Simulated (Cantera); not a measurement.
A Cantera script and what it prints.

```python
import numpy as np
import cantera as ct

gas_names = """
    C CO COS CO2 CS CS2 C2 C2O C3 C3O2 C4 C5 Mg MgO MgS Mg2 O O2 O3 S SO SO2 SO3 S2 S2O S8
""".split()
cond_names = """
    C(gr) Mg(cr) Mg(L) MgCO3(s) MgO(s) MgO(L) MgS(s) MgSO4(s) MgSO4(L) S(cr1) S(cr2) S(L)
""".split()


def load(file, names, dense=False):
    # The tables refer to 1 bar. Condensed volumes are neglected.
    table = {s.name: s for s in ct.Species.list_from_file(file)}
    out = []
    for n in names:
        d = dict(table[n].input_data)
        d["thermo"] = dict(d["thermo"], **{"reference-pressure": 1e5})
        if dense:
            d["equation-of-state"] = {"model": "constant-volume", "density": "1e6 g/cm^3"}
        out.append(ct.Species.from_dict(d))
    return out


gas = ct.Solution(thermo="ideal-gas", species=load("nasa_gas.yaml", gas_names))
cond = {s.name: ct.Solution(thermo="fixed-stoichiometry", species=[s], name=s.name)
        for s in load("nasa_condensed.yaml", cond_names, dense=True)}
atoms = {
    'MgSO4': {'Mg': 1, 'S': 1, 'O': 4},
    'CO2': {'C': 1, 'O': 2},
}
top_T = {'C(gr)': 4500, 'MgS(s)': 2250}  # K; cautious upper limits of use, not melting points


def equilibrate(T, P, feed):
    n = {}
    for name, mol in feed.items():
        for a, k in atoms[name].items():
            n[a] = n.get(a, 0.0) + k * mol
    gas.TPX = T, P, n
    mass = sum(n.values()) * gas.mean_molecular_weight
    gas.equilibrate("TP")
    valid = [c for c in cond.values() if c.min_temp <= T <= top_T.get(c.name, c.max_temp)]
    mix = ct.Mixture([(gas, mass / gas.mean_molecular_weight)] + [(c, 0.0) for c in valid])
    mix.T, mix.P = T, P
    mix.equilibrate("TP", solver="vcs", rtol=1e-11, max_steps=5000)
    return mix


results = []
feed = {'MgSO4': 1, 'CO2': 0.28}  # mol
T = 2048  # K
for P in [10, 52, 270, 1400, 7200, 37000, 190000, 1000000]:
    mix = equilibrate(T, P, feed)
    results.append((T, P, feed, dict(zip(mix.species_names, mix.species_moles))))

top = {s: max(r[3][s] / sum(r[3][g] for g in gas_names) for r in results) for s in gas_names}
cols = sorted((s for s in top if top[s] > 1e-06), key=lambda s: -top[s])[:9]
seen = [c for c in cond_names if any(r[3].get(c, 0) > 1e-12 for r in results)]
print("log10 of partial pressures in bar; condensed amounts in mol")
print(f"{'P/Pa':>10s}" + "".join(f"{s[:9]:>10s}" for s in cols + seen))
for T, P, feed, n in results:
    ng = sum(n[g] for g in gas_names)
    print(f"{P:10.4g}" + "".join(f"{np.log10(max(n[s] / ng * P / 1e5, 1e-99)):10.3f}" for s in cols)
          + "".join(f"{n.get(c, 0):10.4g}" for c in seen))
```

Output:

```
log10 of partial pressures in bar; condensed amounts in mol
      P/Pa       SO2        O2       CO2         O        CO        Mg        SO       SO3       MgO    MgO(s)
        10    -4.311    -4.565    -4.983    -5.301    -5.409    -5.631    -5.672    -8.901    -7.285    0.9532
        52    -3.556    -3.840    -4.166    -4.938    -4.955    -5.993    -5.280    -7.783    -7.285    0.9962
       270    -2.828    -3.122    -3.407    -4.579    -4.555    -6.352    -4.911    -6.697    -7.285    0.9997
      1400    -2.108    -2.406    -2.673    -4.221    -4.179    -6.710    -4.549    -5.619    -7.285         1
      7200    -1.395    -1.695    -1.953    -3.865    -3.814    -7.066    -4.192    -4.550    -7.285         1
   3.7e+04    -0.683    -0.984    -1.238    -3.510    -3.455    -7.421    -3.835    -3.483    -7.285         1
   1.9e+05     0.027    -0.274    -0.525    -3.155    -3.097    -7.776    -3.480    -2.418    -7.285         1
     1e+06     0.747     0.446     0.197    -2.795    -2.734    -8.136    -3.120    -1.338    -7.285         1
```

Method: chemical equilibrium by Gibbs-energy minimisation in Cantera with the NASA 1993 tables (ideal gas, pure condensed phases).
